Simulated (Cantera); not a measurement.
A perfectly stirred reactor is fed with 10.7 % H2, 5.95 % O2, 83.3 % N2, at 750 Torr; it is held at 1098 K, and followed from long to short residence time.

Computed with Cantera and the H2/O2 subset of GRI-Mech 3.0, which has no nitrogen chemistry. The temperature is held fixed by assumption; the heat of reaction is taken as removed at once.

Problem. Predict: x(H2) at τ = 10.0 s; x(O2) at τ = 10.0 s; x(OH) at τ = 10.0 s; x(O) at τ = 10.0 s; x(HO2) at τ = 10.0 s; x(H2) at τ = 0.140 s; x(O2) at τ = 0.140 s; x(OH) at τ = 0.140 s; x(O) at τ = 0.140 s; x(HO2) at τ = 0.140 s.

Solution. 
- x(H2) at τ = 10.0 s = 0.000120
- x(O2) at τ = 10.0 s = 0.00635
- x(OH) at τ = 10.0 s = 8.11e-6
- x(O) at τ = 10.0 s = 5.83e-7
- x(HO2) at τ = 10.0 s = 2.08e-6
- x(H2) at τ = 0.140 s = 0.00113
- x(O2) at τ = 0.140 s = 0.00683
- x(OH) at τ = 0.140 s = 5.82e-5
- x(O) at τ = 0.140 s = 1.95e-5
- x(HO2) at τ = 0.140 s = 5.99e-6
